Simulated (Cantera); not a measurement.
## Equilibrium for chlorosilane synthesis and conversion: Si + HCl + H₂

Feed: 1 mol Si, 4.6 mol HCl, 8.4 mol H₂, equilibrated at 0.260 bar.

These are equilibrium values from Cantera (NASA tables, ideal gas, pure condensed phases), not measurements of a reactor. Candidate condensed phases: Si; 19 gas species. The tables' values for SiCl₃ are old estimates; treat these amounts as uncertain. Kinetics and transport are ignored.

```json
[
 {"T (K)": "625", "x H₂": "0.867", "x HCl": "0.0501", "x SiCl₄": "0.0833", "x SiCl₂": "<1e-12", "x SiHCl₃": "6.97e-5", "x SiCl₃": "1.10e-9"},
 {"T (K)": "725", "x H₂": "0.866", "x HCl": "0.0504", "x SiCl₄": "0.0829", "x SiCl₂": "4.28e-11", "x SiHCl₃": "0.000439", "x SiCl₃": "1.21e-7"},
 {"T (K)": "825", "x H₂": "0.865", "x HCl": "0.0517", "x SiCl₄": "0.0816", "x SiCl₂": "1.75e-8", "x SiHCl₃": "0.00169", "x SiCl₃": "4.02e-6"},
 {"T (K)": "925", "x H₂": "0.862", "x HCl": "0.0546", "x SiCl₄": "0.0787", "x SiCl₂": "1.72e-6", "x SiHCl₃": "0.00451", "x SiCl₃": "5.84e-5"},
 {"T (K)": "1025", "x H₂": "0.857", "x HCl": "0.0599", "x SiCl₄": "0.0736", "x SiCl₂": "5.91e-5", "x SiHCl₃": "0.00906", "x SiCl₃": "0.000457"},
 {"T (K)": "1125", "x H₂": "0.848", "x HCl": "0.0687", "x SiCl₄": "0.0657", "x SiCl₂": "0.000884", "x SiHCl₃": "0.0141", "x SiCl₃": "0.00217"},
 {"T (K)": "1225", "x H₂": "0.832", "x HCl": "0.0855", "x SiCl₄": "0.0533", "x SiCl₂": "0.00602", "x SiHCl₃": "0.0162", "x SiCl₃": "0.00637"},
 {"T (K)": "1325", "x H₂": "0.805", "x HCl": "0.114", "x SiCl₄": "0.0363", "x SiCl₂": "0.0197", "x SiHCl₃": "0.0131", "x SiCl₃": "0.0115"},
 {"T (K)": "1425", "x H₂": "0.773", "x HCl": "0.147", "x SiCl₄": "0.0190", "x SiCl₂": "0.0386", "x SiHCl₃": "0.00781", "x SiCl₃": "0.0137"},
 {"T (K)": "1525", "x H₂": "0.749", "x HCl": "0.173", "x SiCl₄": "0.00762", "x SiCl₂": "0.0548", "x SiHCl₃": "0.00373", "x SiCl₃": "0.0118"},
 {"T (K)": "1625", "x H₂": "0.736", "x HCl": "0.186", "x SiCl₄": "0.00260", "x SiCl₂": "0.0647", "x SiHCl₃": "0.00160", "x SiCl₃": "0.00852"}
]
```
x: gas mole fraction; nothing condenses.

From 625 K to 1625 K nothing is condensed. The main Si-bearing gas is SiCl₄ at 625 K and SiCl₂ at 1625 K.
